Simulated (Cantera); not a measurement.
# Catalytic combustion on Pt

An isothermal plug-flow reactor at 748 K and 0.280 bar (inlet), inlet velocity 0.19 m/s, active area per volume 1200 1/m; feed CO : O₂ : N₂ : H₂O = 0.0036 : 0.062 : 0.79 : 0.06 (molar parts).

Computed with Cantera and Deutschmann's 1995 Pt surface mechanism with GRI-Mech 3.0 gas chemistry. Catalytic surfaces can have several steady states; this one follows from the mechanism file's or the stated starting coverage. Mass transfer to the wall is taken as infinitely fast.

```json
[
 {"z (m)": "0.00013", "x CO": "0.00169", "x O₂": "0.0667", "x H₂O": "0.0656", "x CO₂": "0.00225", "θ free Pt": "0.0454", "θ O*": "0.950", "θ OH*": "0.00404"},
 {"z (m)": "0.00022", "x CO": "0.00121", "x O₂": "0.0664", "x H₂O": "0.0656", "x CO₂": "0.00273", "θ free Pt": "0.0419", "θ O*": "0.954", "θ OH*": "0.00389"},
 {"z (m)": "0.0004", "x CO": "0.000681", "x O₂": "0.0662", "x H₂O": "0.0656", "x CO₂": "0.00326", "θ free Pt": "0.0390", "θ O*": "0.957", "θ OH*": "0.00376"},
 {"z (m)": "0.0007", "x CO": "0.000290", "x O₂": "0.0660", "x H₂O": "0.0657", "x CO₂": "0.00365", "θ free Pt": "0.0372", "θ O*": "0.959", "θ OH*": "0.00367"},
 {"z (m)": "0.0013", "x CO": "5.93e-5", "x O₂": "0.0659", "x H₂O": "0.0657", "x CO₂": "0.00388", "θ free Pt": "0.0363", "θ O*": "0.960", "θ OH*": "0.00363"},
 {"z (m)": "0.0022", "x CO": "5.83e-6", "x O₂": "0.0659", "x H₂O": "0.0657", "x CO₂": "0.00393", "θ free Pt": "0.0361", "θ O*": "0.960", "θ OH*": "0.00362"},
 {"z (m)": "0.004", "x CO": "5.75e-8", "x O₂": "0.0659", "x H₂O": "0.0657", "x CO₂": "0.00394", "θ free Pt": "0.0360", "θ O*": "0.960", "θ OH*": "0.00362"},
 {"z (m)": "0.007", "x CO": "2.61e-11", "x O₂": "0.0659", "x H₂O": "0.0657", "x CO₂": "0.00394", "θ free Pt": "0.0360", "θ O*": "0.960", "θ OH*": "0.00362"},
 {"z (m)": "0.013", "x CO": "<1e-12", "x O₂": "0.0659", "x H₂O": "0.0657", "x CO₂": "0.00394", "θ free Pt": "0.0360", "θ O*": "0.960", "θ OH*": "0.00362"}
]
```
x: gas mole fraction; θ: surface coverage.
